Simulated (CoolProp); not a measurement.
o-xylene along the isobar 2.57 MPa: fugacity coefficient from the reference equation and from simpler models built on Tc = 357.1 °C, pc = 3.737 MPa, ω = 0.312; each cubic takes its own stable root.

Values from CoolProp's reference Helmholtz-energy equation of state, Zhou 2012.

```tsv
T (°C)	phase	reference
104.75	liquid	0.01319
117.65	liquid	0.01979
130.55	liquid	0.02874
143.45	liquid	0.04054
156.35	liquid	0.05569
169.25	liquid	0.07469
182.25	liquid	0.09820
195.15	liquid	0.1263
208.05	liquid	0.1595
220.95	liquid	0.1980
233.85	liquid	0.2421
246.75	liquid	0.2918
259.75	liquid	0.3475
272.65	liquid	0.4081
285.55	liquid	0.4736
```

Question: How far does each simpler model (van der Waals, Redlich-Kwong) lie from the reference over these 15 states: mean and median of the absolute difference, and the worst?

Answer: 
- van der Waals: mean 288.7 %, median 188.4 %, worst +927.3 % at 104.75 °C and 2.57 MPa
- Redlich-Kwong: mean 68.2 %, median 59.5 %, worst +146.1 % at 104.75 °C and 2.57 MPa
